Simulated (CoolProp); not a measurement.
Computed with CoolProp (reference Helmholtz-energy equation of state, Thol 2018).

Problem. Give the vapour pressure (kPa), liquid density (kg/m³), vapour density (kg/m³), enthalpy of vaporisation (kJ/kg) of saturated hydrogen chloride at 283 K.

Solution. 
```tsv
T (K)	p (kPa)	liquid density (kg/m³)	vapour density (kg/m³)	enthalpy of vaporisation (kJ/kg)
283	3320	886	73.7	286
```
